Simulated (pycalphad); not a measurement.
**Effect of Y content in Si-Y**

Source of the numbers: pycalphad with the COST 507 light-alloy database (1999); pressure 1 atm. The database dates from 1999; later assessments differ in places, in temperatures and in the compounds included. Phase fractions are per mole of atoms.

```
alloy             liquidus (K)   first solid  solidus (K)                 phases at 875 K
----------------  ------------  ------------  -----------  ------------------------------
Si-10.37Y (at.%)          1528  diamond (Si)         1485  diamond (Si) 0.69, SI2Y_R 0.31
Si-31.12Y (at.%)          1898       SI5Y3_H         1485  SI2Y_R 0.93, diamond (Si) 0.07
Si-41.5Y (at.%)           2065           SIY         1915          SI5Y3_H 0.68, SIY 0.32
Si-62.25Y (at.%)          2132         SI3Y5         2114          SI3Y5 0.96, SI4Y5 0.04
Si-83Y (at.%)             1859         SI3Y5         1528            hcp 0.55, SI3Y5 0.45
```

Database names, with the compositions (at.%) that they take in these runs: SI2Y_R: Si 67 Y 33; SI5Y3_H: Si 62 Y 38; SIY: Si 50 Y 50; SI3Y5: Y 62 Si 37; SI4Y5: Y 56 Si 44.
